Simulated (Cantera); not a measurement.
## Low-pressure radical oxidation in H2/O2

An isothermal, constant-pressure homogeneous reactor starts with 0.744 % H₂, 99.3 % O₂, equivalence ratio 0.0037, at 1225 K and 10.5 Torr.

Model: the H2/O2 subset of GRI-Mech 3.0, which has no nitrogen chemistry, integrated in Cantera. Radical loss at walls, strong at low pressure, is not modelled.

```
t (s)         x H₂   x O₂       x H     x H₂O       x O     x HO₂
--------  --------  -----  --------  --------  --------  --------
2.00e-6    0.00744  0.993  2.20e-11    <1e-12    <1e-12  2.27e-11
8.60e-6    0.00744  0.993  8.66e-11    <1e-12  1.08e-11  9.74e-11
3.69e-5    0.00744  0.993  2.66e-10  5.15e-12  1.58e-10  4.19e-10
0.000159   0.00744  0.993  5.15e-10  2.29e-10   1.51e-9   1.80e-9
0.000682   0.00744  0.993   1.57e-9   7.38e-9   1.35e-8   7.75e-9
0.00293    0.00744  0.993   7.19e-8   9.09e-7   8.68e-7   3.55e-8
0.0126    0.000145  0.986  0.000313   0.00669   0.00615   8.47e-7
0.0541     2.04e-5  0.987  0.000182   0.00704   0.00550   6.05e-7
0.233      1.14e-5  0.989   7.45e-5   0.00719   0.00302   4.52e-7
1.00       2.56e-6  0.992   7.83e-6   0.00736  0.000669   1.97e-7
```
x: mole fraction; the columns are a selection and need not sum to one.

Equilibrium at this temperature and pressure: H₂ 1.35e-9, O₂ 0.993, H 9.74e-11, H₂O 0.00747, O 3.57e-7, HO₂ 5.31e-9 (gas phase only).
